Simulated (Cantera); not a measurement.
A perfectly stirred reactor is fed with 25.5 % CH₄, 71.5 % H₂O, 2.81 % H₂, 0.130 % N₂, at 760 Torr; it is held at 1975 K, and followed from long to short residence time.

Detailed kinetics in Cantera: GRI-Mech 3.0 (53 species, 325 reactions).

Problem. Predict: x(CH₄) at τ = 0.570 s; x(H₂O) at τ = 0.570 s; x(H₂) at τ = 0.570 s; x(CH₂O) at τ = 0.570 s; x(C₂H) at τ = 0.570 s; x(CH₄) at τ = 52.0 ms; x(H₂O) at τ = 52.0 ms; x(H₂) at τ = 52.0 ms; x(CH₂O) at τ = 52.0 ms; x(C₂H) at τ = 52.0 ms.

Solution. 
```json
{
 "x(CH₄) at τ = 0.570 s": "0.00302",
 "x(H₂O) at τ = 0.570 s": "0.293",
 "x(H₂) at τ = 0.570 s": "0.535",
 "x(CH₂O) at τ = 0.570 s": "6.57e-7",
 "x(C₂H) at τ = 0.570 s": "2.48e-8",
 "x(CH₄) at τ = 52.0 ms": "0.0131",
 "x(H₂O) at τ = 52.0 ms": "0.340",
 "x(H₂) at τ = 52.0 ms": "0.493",
 "x(CH₂O) at τ = 52.0 ms": "3.55e-6",
 "x(C₂H) at τ = 52.0 ms": "4.03e-7"
}
```
